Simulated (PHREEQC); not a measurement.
## Silver or lead bath: speciation

A solution holds 2.3 mmol/kgw AgF, 81 mmol/kgw HNO3 and 8.9 mmol/kgw Cu(NO3)2, at 25 °C. Closed to the air; pH follows from the charge balance.

Computed with PHREEQC (ion-association model, wateq4f.dat).

Each row changes one thing in this solution. No solid was allowed to form.

```
case                                 pH  ionic strength (mol/kgw)  CuOH+ (mol/kgw)  SI of Tenorite (CuO)  SI of Cu(OH)2 (Cu(OH)2)
---------------------------------  ----  ------------------------  ---------------  --------------------  -----------------------
as made                            1.19                     0.108         7.03e-10                 -7.70                    -8.72
0.03 mol/kgw CdCl2 added           1.20                     0.160         6.41e-10                 -7.75                    -8.77
HNO3 from 0.081 to 0.0162 mol/kgw   ___                    0.0430              ___                 -6.14                    -7.16
AgF left out                       1.18                     0.108         6.84e-10                 -7.73                    -8.75
```

Task: What belongs in the gaps?

Result: 
- HNO3 from 0.081 to 0.0162 mol/kgw, pH: 1.92
- HNO3 from 0.081 to 0.0162 mol/kgw, CuOH+ (mol/kgw): 4.46e-9

Some of these states are supersaturated (in Cerargyrite, for instance).
